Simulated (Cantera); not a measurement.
What does this Cantera script print?

```python
import numpy as np
import cantera as ct

gas_names = """
    CL CLO CL2 Fe FeCL FeCL2 FeCL3 FeO Fe(OH)2 Fe2CL4 Fe2CL6 H HCL HOCL HO2 H2 H2O H2O2 O OH O2 O3
""".split()
cond_names = """
    Fe(a) Fe(c) Fe(d) Fe(L) FeCL2(s) FeCL2(L) FeCL3(s) FeCL3(L) FeO(s) FeO(L) Fe(OH)2(s) Fe(OH)3(s)
    Fe2O3(s) Fe3O4(s) H2O(s) H2O(L)
""".split()


def load(file, names, dense=False):
    # The tables refer to 1 bar. Condensed volumes are neglected.
    table = {s.name: s for s in ct.Species.list_from_file(file)}
    out = []
    for n in names:
        d = dict(table[n].input_data)
        d["thermo"] = dict(d["thermo"], **{"reference-pressure": 1e5})
        if dense:
            d["equation-of-state"] = {"model": "constant-volume", "density": "1e6 g/cm^3"}
        out.append(ct.Species.from_dict(d))
    return out


gas = ct.Solution(thermo="ideal-gas", species=load("nasa_gas.yaml", gas_names))
cond = {s.name: ct.Solution(thermo="fixed-stoichiometry", species=[s], name=s.name)
        for s in load("nasa_condensed.yaml", cond_names, dense=True)}
atoms = {
    'FeCl2': {'Fe': 1, 'CL': 2},
    'H2O': {'H': 2, 'O': 1},
    'H2': {'H': 2},
}
top_T = {'Fe2O3(s)': 1830, 'Fe3O4(s)': 1870}  # K; cautious upper limits of use, not melting points


def equilibrate(T, P, feed):
    n = {}
    for name, mol in feed.items():
        for a, k in atoms[name].items():
            n[a] = n.get(a, 0.0) + k * mol
    gas.TPX = T, P, n
    mass = sum(n.values()) * gas.mean_molecular_weight
    gas.equilibrate("TP")
    valid = [c for c in cond.values() if c.min_temp <= T <= top_T.get(c.name, c.max_temp)]
    mix = ct.Mixture([(gas, mass / gas.mean_molecular_weight)] + [(c, 0.0) for c in valid])
    mix.T, mix.P = T, P
    mix.equilibrate("TP", solver="vcs", rtol=1e-11, max_steps=5000)
    return mix


results = []
feed = {'FeCl2': 1, 'H2O': 1.3, 'H2': 65}  # mol
T = 1898  # K
P = 14  # Pa
mix = equilibrate(T, P, feed)
results.append((T, P, feed, dict(zip(mix.species_names, mix.species_moles))))
print(gas.report(threshold=1e-06))
for i in range(1, mix.n_phases):
    print(f"{mix.phase(i).name:16s} {mix.phase_moles(i):12.5e} mol")
```

Result:

```
       temperature   1898 K
          pressure   14 Pa
           density   3.5368e-06 kg/m^3
  mean mol. weight   3.9867 kg/kmol
   phase of matter   gas

                          1 kg             1 kmol
                     ---------------   ---------------
          enthalpy        1.5384e+07        6.1333e+07  J
   internal energy        1.1426e+07        4.5552e+07  J
           entropy             66795        2.6629e+05  J/K
    Gibbs function       -1.1139e+08       -4.4409e+08  J
 heat capacity c_p            8332.4             33219  J/K
 heat capacity c_v            6246.9             24905  J/K

                      mass frac. Y      mole frac. X     chem. pot. / RT
                     ---------------   ---------------   ---------------
                CL          0.012728         0.0014314            -30.32
                Fe           0.19824          0.014152           -11.447
              FeCL        5.0129e-05        2.1891e-06           -41.767
             FeCL2        0.00057994        1.8242e-05           -72.086
               FeO        8.2004e-05        4.5505e-06           -38.569
                 H          0.015644          0.061873            -14.16
               HCL           0.24586          0.026885           -44.479
                H2           0.44359           0.87721            -28.32
               H2O          0.082759          0.018315           -55.441
                 O        2.2483e-05        5.6024e-06           -27.121
                OH        0.00045081        0.00010568           -41.281
     [  +11 minor]        5.1541e-07        5.6049e-08

Fe(L)             0.00000e+00 mol
FeCL2(L)          0.00000e+00 mol
FeCL3(L)          0.00000e+00 mol
FeO(L)            0.00000e+00 mol
```

Equilibrium computed with Cantera from the NASA thermochemical tables; the gas is ideal and each condensed phase is pure.
